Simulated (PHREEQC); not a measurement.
## Brine: speciation

A solution holds 0.78 mol LiCl, 0.34 mol Na2SO4 and 0.7 mol MgCl2 per kg of water, at 19 °C. Closed to the air; pH follows from the charge balance.

Computed with PHREEQC (Pitzer model, pitzer.dat).

Precipitation was switched off in this run.

Problem. Estimate the activity of water, osmotic coefficient.

Solution. activity of water 0.910; osmotic coefficient 1.112.
